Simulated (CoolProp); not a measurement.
Ammonia at 297.53 K and 0.145 MPa flows at 0.57 m/s in a round tube of 4.6 mm bore and 15 µm roughness, fully developed (64/Re and Nu = 3.66 if laminar; Colebrook and Gnielinski if turbulent). Each further row changes one setting.

The numbers come from the reference Helmholtz-energy equation of state, Gao 2020 in CoolProp.

```tsv
case	Reynolds number	Darcy friction factor	pressure drop (Pa/m)	heat-transfer coefficient (W/(m² K))	mass flow (kg/h)
as stated	264	0.242	8.67	19.8	0.0346
velocity 1.14 m/s	529	0.121	17.3	19.8	0.0691
diameter 9.2 mm	529	0.121	2.17	9.92	0.138
```

Viscosity comes from a separate model (Fenghour 1995). Thermal conductivity comes from a separate model (Tufeu 1984).
